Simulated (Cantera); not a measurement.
Input: 1 mol CO2, 0.82 mol H2O, 4.2 mol H2, equilibrated at 1227 °C and 0.00330 bar.

Cantera equilibrium calculation (NASA polynomials, part measured and part estimated; ideal gas, pure solids and liquids). Candidate condensed phases: C, C6H6, C7H8, C8H18, H2O; 110 gas species. The numbers say what is thermodynamically allowed, not how fast it happens.

Base state: H2 0.558, H2O 0.276, CO 0.139, CO2 0.0266, H 0.000229 (mole fractions); condensed: gas only.

Q: What changes in the equilibrium state with this change: temperature from 1227 °C to 1975 °C?

A: 
```csv
species,before,after
H2,0.558,0.481
H2O,0.276,0.264
CO,0.139,0.143
H,0.000229,0.0887
CO2,0.0266,0.0145
O,1.15e-9,0.000931
O2,<1e-9,0.000215
OH,3.23e-6,0.00731
```
